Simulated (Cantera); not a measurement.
Gas mixture: 100 % N2O, at 0.0133 bar, frozen composition.

Cantera's kinetic-theory transport with the Lennard-Jones parameters of GRI-Mech 3.0, ideal gas; thermal conductivity in the multicomponent form. The composition is frozen, though it would react at the higher temperatures.

D: mixture-averaged diffusion coefficient of that species in the mixture.

| T (K) | ρ (kg/m³) | cp (J/kg/K) | μ (µPa s) | λ (mW/m/K) | Pr | D (cm²/s) NH3 | D (cm²/s) H | D (cm²/s) CO2 |
|---|---|---|---|---|---|---|---|---|
| 400 | 0.0176 | 970.3 | 19.5 | … | 0.746 | 21.4 | 126 | 14.6 |
| 600 | 0.0118 | 1101 | 27.3 | … | 0.744 | 46.6 | 261 | 30.8 |
| 800 | 0.00882 | 1192 | 34.0 | … | 0.742 | 79.0 | 430 | 51.3 |
| 1000 | 0.00706 | 1255 | 40.0 | … | 0.740 | 118 | 629 | 75.6 |
| 1200 | 0.00588 | 1294 | 45.5 | … | 0.738 | 162 | 857 | 103 |
| 1400 | 0.00504 | 1327 | 50.5 | … | 0.736 | 212 | 1110 | 134 |
| 1600 | 0.00441 | 1353 | 55.2 | … | 0.735 | 267 | 1390 | 168 |
| 1800 | 0.00392 | 1375 | 59.7 | … | 0.733 | 326 | 1690 | 205 |
| 2000 | 0.00353 | 1392 | 64.0 | … | 0.732 | 389 | 2010 | 245 |

What belongs in the gaps?


- 400, λ (mW/m/K): 25.3
- 600, λ (mW/m/K): 40.4
- 800, λ (mW/m/K): 54.7
- 1000, λ (mW/m/K): 67.9
- 1200, λ (mW/m/K): 79.8
- 1400, λ (mW/m/K): 91.0
- 1600, λ (mW/m/K): 102
- 1800, λ (mW/m/K): 112
- 2000, λ (mW/m/K): 122
